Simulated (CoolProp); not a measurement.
Computed with CoolProp (reference Helmholtz-energy equation of state, Lemmon 2013).

For propylene, give the phase and the cp (kJ/(kg K)), cv (kJ/(kg K)), speed of sound (m/s), expansivity (1/kK) at 467.2 K and 65.9 bar.


- 467.2 K and 65.9 bar: supercritical; cp 2.65, cv 2.03, speed of sound 270, expansivity 4.86
